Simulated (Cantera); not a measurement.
A closed system holds: 1 mol SiH4, 0.073 mol Cl2, 54 mol N2, equilibrated at 16000 Pa.

Equilibrium computed with Cantera from the NASA thermochemical tables; the gas is ideal and each condensed phase is pure. Candidate condensed phases: NH4Cl, Si, Si3N4; 28 gas species. N2 is the only nitrogen source here; it is nearly inert below about 1500 K, so the nitride shown seldom forms there in practice. Rates play no part. All values below are at 1050 K.

Base state: N2 0.963, H2 0.0348, HCl 0.00264 (mole fractions); condensed: Si3N4(s).

Q: What changes in the equilibrium state with this change: Cl2 from 0.073 to 0.51 mol?

A: 
```tsv
species	before	after
N2	0.963	0.955
H2	0.0348	0.0267
HCl	0.00264	0.0182
SiCl4	5.52e-9	2.13e-5
Si3N4(s), mol	0.333	0.333
```
